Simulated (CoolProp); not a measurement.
20 sccm (0 °C, 1 atm) of nitrogen bubbles through liquid octamethyltrisiloxane (MDM) at 302.5 K and leaves saturated at a total pressure of 0.0152 MPa (ideal gas phase). Each further row changes one setting.

Computed with CoolProp (reference Helmholtz-energy equation of state, Thol 2017).

| case | vapour pressure (kPa) | mole fraction of vapour | delivery (mg/min) | delivery (sccm) | change of delivery for a bath 1 K warmer (%) |
|---|---|---|---|---|---|
| as stated | 0.660 | 0.0434 | 9.59 | 0.908 | 6.8 |
| bath temperature 307.5 K | 0.899 | 0.0592 | 13.3 | 1.26 | 6.6 |
| total pressure 0.0304 MPa | 0.660 | 0.0217 | 4.69 | 0.444 | 6.6 |
